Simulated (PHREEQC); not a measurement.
## Metal-bearing waste water: speciation

Dissolve 0.99 mmol/kgw CuSO4, 4.2 mmol/kgw MgSO4, 3.7 mmol/kgw H2SO4 and 41 mmol/kgw NaCl at 25 °C. Closed to the air; pH follows from the charge balance.

Equilibrium calculation in PHREEQC: ion-association model, phreeqc.dat.

Each row changes one thing in this solution. No solid was allowed to form.

```json
[
 {"case": "as made", "pH": "2.30", "ionic strength (mol/kgw)": "0.0646", "SO4-2 (mol/kgw)": "0.00584", "Mg+2 (mol/kgw)": "0.00333", "HSO4- (mol/kgw)": "0.00150", "MgSO4 (mol/kgw)": "0.000873", "SI of Halite (NaCl)": "-4.54"},
 {"case": "temperature from 25 to 70 °C", "pH": "2.40", "ionic strength (mol/kgw)": "0.0603", "SO4-2 (mol/kgw)": "0.00431", "Mg+2 (mol/kgw)": "0.00284", "HSO4- (mol/kgw)": "0.00264", "MgSO4 (mol/kgw)": "0.00136", "SI of Halite (NaCl)": "-4.58"},
 {"case": "diluted 10-fold with water", "pH": "3.19", "ionic strength (mol/kgw)": "0.00701", "SO4-2 (mol/kgw)": "0.000795", "Mg+2 (mol/kgw)": "0.000384", "HSO4- (mol/kgw)": "3.87e-5", "MgSO4 (mol/kgw)": "3.60e-5", "SI of Halite (NaCl)": "-6.42"},
 {"case": "CuSO4 from 0.00099 to 0.00109 mol/kgw", "pH": "2.30", "ionic strength (mol/kgw)": "0.0648", "SO4-2 (mol/kgw)": "0.00590", "Mg+2 (mol/kgw)": "0.00332", "HSO4- (mol/kgw)": "0.00151", "MgSO4 (mol/kgw)": "0.000879", "SI of Halite (NaCl)": "-4.54"},
 {"case": "H2SO4 from 0.0037 to 0.00407 mol/kgw", "pH": "2.26", "ionic strength (mol/kgw)": "0.0652", "SO4-2 (mol/kgw)": "0.00600", "Mg+2 (mol/kgw)": "0.00331", "HSO4- (mol/kgw)": "0.00168", "MgSO4 (mol/kgw)": "0.000888", "SI of Halite (NaCl)": "-4.54"}
]
```

At this temperature some constants are extrapolated from 25 °C, and those without enthalpy data are left unchanged.
